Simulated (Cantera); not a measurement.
A closed system holds: 1 mol SiCl4, a varied amount of O2, held at 2025 K and 980 Pa.

Cantera equilibrium calculation (NASA polynomials, part measured and part estimated; ideal gas, pure solids and liquids). Candidate condensed phases: Si, SiO2; 15 gas species. The tables' values for SiCl3, SiO2 are old estimates; treat these amounts as uncertain. The tables hold silica as quartz up to 1696 K and as liquid above; real silica turns to tridymite and cristobalite and melts near 1996 K. The numbers say what is thermodynamically allowed, not how fast it happens.

x: gas mole fraction; n: condensed amount in mol.

```
n(O2) (mol)   x Cl     x O2     x SiO  x SiCl4  x SiCl3  x SiCl2    x Cl2  n SiO2(l)
-----------  -----  -------  --------  -------  -------  -------  -------  ---------
0.69         0.878  5.12e-7    0.0530   0.0253   0.0180   0.0142   0.0115      0.592
0.89         0.946      ___       ___      ___  0.00488      ___   0.0133        ___
1.1          0.960      ___       ___      ___  5.01e-7      ___   0.0137      0.999
1.5          0.875    0.111  0.000114  1.15e-7  8.24e-8  6.52e-8   0.0114      0.999
1.9          0.803    0.183   8.87e-5  4.95e-8  3.85e-8  3.32e-8  0.00961      0.999
2.5          0.716    0.272   7.28e-5  2.10e-8  1.84e-8  1.78e-8  0.00763      0.999
3.2          0.635    0.353   6.38e-5  1.00e-8  9.87e-9  1.08e-8  0.00601      0.999
4.1          0.555    0.435   5.76e-5  4.75e-9  5.36e-9  6.68e-9  0.00459      0.999
5.3          0.475    0.515   5.29e-5  2.15e-9  2.84e-9  4.13e-9  0.00336      0.999
```

Task: Complete the blanks.

Result: 
- 0.89, x O2: 2.37e-6
- 0.89, x SiO: 0.0247
- 0.89, x SiCl4: 0.00739
- 0.89, x SiCl2: 0.00357
- 0.89, n SiO2(l): 0.842
- 1.1, x O2: 0.0241
- 1.1, x SiO: 0.000244
- 1.1, x SiCl4: 7.70e-7
- 1.1, x SiCl2: 3.61e-7
